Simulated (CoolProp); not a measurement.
Vapour pressure (MPa) of R1234yf: the reference equation beside estimates from Tc = 367.8 K, pc = 3.384 MPa, ω = 0.276.

The numbers come from the reference Helmholtz-energy equation of state, Lemmon 2022 in CoolProp.

```json
[
 {"T (K)": "271.5", "reference": "0.2986", "Lee-Kesler": "[?]", "Peng-Robinson": "0.2977"},
 {"T (K)": "275.6", "reference": "0.3430", "Lee-Kesler": "[?]", "Peng-Robinson": "0.3421"},
 {"T (K)": "279.8", "reference": "0.3935", "Lee-Kesler": "0.3963", "Peng-Robinson": "0.3927"},
 {"T (K)": "284", "reference": "0.4494", "Lee-Kesler": "0.4529", "Peng-Robinson": "0.4487"},
 {"T (K)": "288.2", "reference": "0.5111", "Lee-Kesler": "0.5152", "Peng-Robinson": "0.5106"},
 {"T (K)": "292.4", "reference": "0.5790", "Lee-Kesler": "0.5837", "Peng-Robinson": "0.5788"},
 {"T (K)": "296.6", "reference": "0.6535", "Lee-Kesler": "[?]", "Peng-Robinson": "0.6536"},
 {"T (K)": "300.8", "reference": "0.7349", "Lee-Kesler": "0.7406", "Peng-Robinson": "0.7355"},
 {"T (K)": "304.9", "reference": "0.8214", "Lee-Kesler": "0.8275", "Peng-Robinson": "0.8227"},
 {"T (K)": "309.1", "reference": "0.9178", "Lee-Kesler": "0.9241", "Peng-Robinson": "0.9199"}
]
```

Complete the blanks.


- 271.5, Lee-Kesler: 0.3003
- 275.6, Lee-Kesler: 0.3452
- 296.6, Lee-Kesler: 0.6587

Absolute difference from the reference over all 10 rows, mean and median: Lee-Kesler 0.7 and 0.8 %, Peng-Robinson 0.2 and 0.2 %.
